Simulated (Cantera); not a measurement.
What does this Cantera script print?

```python
import numpy as np
import cantera as ct

gas = ct.Solution("gri30.yaml")
gas.TPX = 1650, 14000, {'C2H6': 1, 'H2': 85}
reactor = ct.IdealGasConstPressureReactor(gas, energy="off", clone=False)
net = ct.ReactorNet([reactor])
net.rtol, net.atol = 1e-08, 1e-18
show = ['C2H6', 'H2', 'C2H4', 'H', 'CH2', 'CH3', 'C2H2']
times = np.geomspace(5e-06, 200, 13)

steps = ct.SolutionArray(gas, extra=["t"])
rows = []
print(f"{'t/s':>10s}{'T/K':>9s}{'P/Pa':>11s}" + "".join(f"{s:>11s}" for s in show))
for t in times:
    while net.time < t:
        t_next = net.step()
        steps.append(gas.state, t=t_next)
    rows.append([np.interp(t, steps.t, y) for y in (steps.T, steps.P, *steps(*show).X.T)])
    print(f"{t:10.3e}{rows[-1][0]:9.1f}{rows[-1][1]:11.4g}" + "".join(f"{x:11.3e}" for x in rows[-1][2:]))
rate = np.gradient(steps.T, steps.t)
print("integrator steps:", len(steps.t))
if steps.T.max() > steps.T[0] + 200:
    print(f"time of steepest temperature rise: {steps.t[rate.argmax()]:.4e} s")
gas.TPX = 1650, 14000, {'C2H6': 1, 'H2': 85}
gas.equilibrate("TP")
print(f"equilibrium (TP): T = {gas.T:.1f} K  " + "  ".join(f"{s} {gas[s].X[0]:.3e}" for s in show))
```

Output:

```
       t/s      T/K       P/Pa       C2H6         H2       C2H4          H        CH2        CH3       C2H2
 5.000e-06   1650.0    1.4e+04  1.144e-02  9.881e-01  9.598e-06  9.353e-05  5.281e-09  1.971e-04  1.048e-09
 2.150e-05   1650.0    1.4e+04  1.008e-02  9.870e-01  5.616e-04  6.408e-04  1.782e-07  4.436e-04  2.318e-06
 9.247e-05   1650.0    1.4e+04  2.023e-03  9.813e-01  3.814e-03  2.035e-03  1.371e-06  8.119e-04  4.512e-04
 3.976e-04   1650.0    1.4e+04  5.372e-06  9.806e-01  1.983e-03  1.451e-03  4.871e-07  3.725e-04  3.118e-03
 1.710e-03   1650.0    1.4e+04  2.043e-06  9.815e-01  3.534e-04  6.790e-04  1.131e-07  1.755e-04  4.797e-03
 7.354e-03   1650.0    1.4e+04  7.108e-07  9.819e-01  6.868e-05  3.046e-04  2.343e-08  7.881e-05  5.134e-03
 3.162e-02   1650.0    1.4e+04  4.768e-07  9.820e-01  5.866e-05  2.343e-04  1.380e-08  6.002e-05  5.216e-03
 1.360e-01   1650.0    1.4e+04  4.382e-07  9.823e-01  6.064e-05  2.344e-04  1.323e-08  5.746e-05  5.475e-03
 5.848e-01   1650.0    1.4e+04  3.197e-07  9.833e-01  6.776e-05  2.359e-04  1.133e-08  4.880e-05  6.373e-03
 2.515e+00   1650.0    1.4e+04  1.328e-07  9.852e-01  8.381e-05  2.393e-04  7.145e-09  3.020e-05  8.270e-03
 1.081e+01   1650.0    1.4e+04  4.869e-08  9.868e-01  9.738e-05  2.424e-04  3.688e-09  1.530e-05  9.759e-03
 4.651e+01   1650.0    1.4e+04  4.194e-08  9.870e-01  9.921e-05  2.429e-04  3.228e-09  1.335e-05  9.952e-03
 2.000e+02   1650.0    1.4e+04  4.194e-08  9.870e-01  9.921e-05  2.429e-04  3.228e-09  1.335e-05  9.952e-03
integrator steps: 1209
equilibrium (TP): T = 1650.0 K  C2H6 4.194e-08  H2 9.870e-01  C2H4 9.921e-05  H 2.429e-04  CH2 3.228e-09  CH3 1.335e-05  C2H2 9.952e-03
```

Cantera simulation using GRI-Mech 3.0 (53 species, 325 reactions); the numbers are that mechanism's predictions, not measurements. GRI-Mech 3.0 stops at C3 and has no aromatics, soot or wall deposition, so with more carbon than oxygen in the feed, carbon stays in small species such as C2H2 where larger ones or solid carbon would form.
